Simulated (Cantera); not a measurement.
Input (Python, Cantera) and output of one run.

```python
import numpy as np
import cantera as ct

gas_names = """
    C CH CH2 CH3 CH2OH CH3O CH4 CH3OH CN CO CO2 COOH C2 C2H CHCO,ketyl C2H2,acetylene C2H2,vinylidene
    CH2CO,ketene C2H3,vinyl CH3CN CH3CO,acetyl C2H4 C2H4O,ethylen CH3CHO,ethanal CH3COOH (HCOOH)2 C2H5
    C2H6 CH3OCH3 C2H5OH CCN CNC C2N2 C2O C3 C3H3,propargyl C3H4,allene C3H4,propyne C3H4,cyclo-
    C3H5,allyl C3H6,propylene C3H6,cyclo- C3H6O C3H7,n-propyl C3H7,i-propyl C3H8 C3H8O,1propanol
    C3H8O,2propanol C3O2 C4 C4H2 C4H4,1,3-cyclo- C4H6,butadiene C4H6,2-butyne C4H6,cyclo- C4H8,1-butene
    C4H8,cis2-buten C4H8,tr2-butene C4H8,isobutene C4H8,cyclo- (CH3COOH)2 C4H9,n-butyl C4H9,i-butyl
    C4H9,s-butyl C4H9,t-butyl C4H10,isobutane C4H10,n-butane C4N2 C5 C5H6,1,3cyclo- C5H8,cyclo-
    C5H10,1-pentene C5H10,cyclo- C5H11,pentyl C5H11,t-pentyl C5H12,n-pentane C5H12,i-pentane
    CH3C(CH3)2CH3 C6H2 C6H5,phenyl C6H5O,phenoxy C6H6 C6H5OH,phenol C6H10,cyclo- C6H12,1-hexene
    C6H12,cyclo- C6H13,n-hexyl C7H7,benzyl C7H8 C7H8O,cresol C7H14,1-heptene C7H15,n-heptyl
    C7H16,n-heptane C8H8,styrene C8H10,ethylbenz C8H16,1-octene C8H17,n-octyl C8H18,isooctane
    C8H18,n-octane C9H19,n-nonyl C10H8,naphthale C10H21,n-decyl C12H9,o-bipheny C12H10,bipheny H HCN HCO
    HCCN HNC HNCO HNO HNO2 HNO3 HO2 H2 HCHO,formaldehy HCOOH H2O H2O2 N NCO NH NH2 NH3 NH2OH NO NO2 NO3
    N2 N2H2 N2H4 N2O O OH O2 O3
""".split()
cond_names = """
    C(gr) C6H6(L) C7H8(L) C8H18(L),n-octa H2O(s) H2O(L)
""".split()


def load(file, names, dense=False):
    # The tables refer to 1 bar. Condensed volumes are neglected.
    table = {s.name: s for s in ct.Species.list_from_file(file)}
    out = []
    for n in names:
        d = dict(table[n].input_data)
        d["thermo"] = dict(d["thermo"], **{"reference-pressure": 1e5})
        if dense:
            d["equation-of-state"] = {"model": "constant-volume", "density": "1e6 g/cm^3"}
        out.append(ct.Species.from_dict(d))
    return out


gas = ct.Solution(thermo="ideal-gas", species=load("nasa_gas.yaml", gas_names))
cond = {s.name: ct.Solution(thermo="fixed-stoichiometry", species=[s], name=s.name)
        for s in load("nasa_condensed.yaml", cond_names, dense=True)}
atoms = {
    'C2H5OH': {'C': 2, 'H': 6, 'O': 1},
    'CO2': {'C': 1, 'O': 2},
    'N2': {'N': 2},
    'H2': {'H': 2},
    'CH4': {'C': 1, 'H': 4},
}
top_T = {'C(gr)': 4500}  # K; cautious upper limits of use, not melting points


def equilibrate(T, P, feed):
    n = {}
    for name, mol in feed.items():
        for a, k in atoms[name].items():
            n[a] = n.get(a, 0.0) + k * mol
    gas.TPX = T, P, n
    mass = sum(n.values()) * gas.mean_molecular_weight
    gas.equilibrate("TP")
    valid = [c for c in cond.values() if c.min_temp <= T <= top_T.get(c.name, c.max_temp)]
    mix = ct.Mixture([(gas, mass / gas.mean_molecular_weight)] + [(c, 0.0) for c in valid])
    mix.T, mix.P = T, P
    mix.equilibrate("TP", solver="vcs", rtol=1e-11, max_steps=5000)
    return mix


results = []
feed = {'C2H5OH': 1, 'CO2': 0.064, 'N2': 34, 'H2': 0.49, 'CH4': 0.0032}  # mol
P = 133.322  # Pa
for T in [675, 725, 775, 825, 875, 925, 975, 1025]:
    mix = equilibrate(T, P, feed)
    results.append((T, P, feed, dict(zip(mix.species_names, mix.species_moles))))

top = {s: max(r[3][s] / sum(r[3][g] for g in gas_names) for r in results) for s in gas_names}
cols = sorted((s for s in top if top[s] > 0.001), key=lambda s: -top[s])[:6]
seen = [c for c in cond_names if any(r[3].get(c, 0) > 1e-12 for r in results)]
print("log10 of partial pressures in bar; condensed amounts in mol")
print(f"{'T/K':>10s}" + "".join(f"{s[:9]:>10s}" for s in cols + seen))
for T, P, feed, n in results:
    ng = sum(n[g] for g in gas_names)
    print(f"{T:10.4g}" + "".join(f"{np.log10(max(n[s] / ng * P / 1e5, 1e-99)):10.3f}" for s in cols)
          + "".join(f"{n.get(c, 0):10.4g}" for c in seen))
```

Output:

```
log10 of partial pressures in bar; condensed amounts in mol
       T/K        N2        H2        CO       CO2       H2O     C(gr)
       675    -2.927    -3.927    -4.633    -5.182    -5.555     1.203
       725    -2.930    -3.921    -4.459    -5.758    -6.097     1.011
       775    -2.930    -3.919    -4.419    -6.481    -6.684    0.9539
       825    -2.930    -3.919    -4.412    -7.170    -7.229    0.9425
       875    -2.930    -3.918    -4.410    -7.789    -7.718      0.94
       925    -2.930    -3.918    -4.410    -8.342    -8.156    0.9394
       975    -2.930    -3.918    -4.410    -8.837    -8.549    0.9392
      1025    -2.930    -3.918    -4.410    -9.283    -8.904    0.9391
```

Cantera equilibrium calculation (NASA polynomials, part measured and part estimated; ideal gas, pure solids and liquids).
